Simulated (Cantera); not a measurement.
A closed system holds: 1 mol trisilylamine, 0.26 mol N2, 0.12 mol H2, at 0.133 bar.

Cantera equilibrium calculation (NASA polynomials, part measured and part estimated; ideal gas, pure solids and liquids). Candidate condensed phases: Si, Si3N4; 18 gas species. The feed counts by its element totals alone. Mutual solubility and eutectic melting of coexisting phases are not modelled. Gases not in the tables: Si2H6 and higher silanes. Rates play no part.

x: gas mole fraction; n: condensed amount in mol.

```tsv
T (K)	x H2	x N2	x H	x Si	x SiH2	n Si(s)	n Si3N4(s)	n Si(l)
748	1.00	<1e-12	<1e-12	<1e-12	<1e-12	1.86	0.380	0
898	1.00	<1e-12	3.00e-10	<1e-12	3.45e-12	1.86	0.380	0
1048	1.00	9.56e-10	2.12e-8	<1e-12	3.55e-10	1.86	0.380	0
1198	1.000	2.01e-7	5.21e-7	9.66e-12	1.14e-8	1.86	0.380	0
1348	1.000	1.26e-5	6.34e-6	1.41e-9	1.69e-7	1.86	0.380	0
1498	1.000	0.000342	4.71e-5	7.53e-8	1.46e-6	1.86	0.379	0
1648	0.995	…	…	…	…	1.89	0.368	0
1798	0.935	…	…	…	…	0	…	…
1948	0.856	0.141	0.00286	0.000174	6.71e-5	0	0	3.00
```

Q: What belongs in the gaps?

A: 
- 1798, x N2: 0.0639
- 1798, x H: 0.000932
- 1798, x Si: 2.31e-5
- 1798, x SiH2: 2.76e-5
- 1798, n Si3N4(s): 0.222
- 1798, n Si(l): 2.33
- 1648, x N2: 0.00501
- 1648, x H: 0.000243
- 1648, x Si: 1.93e-6
- 1648, x SiH2: 8.43e-6
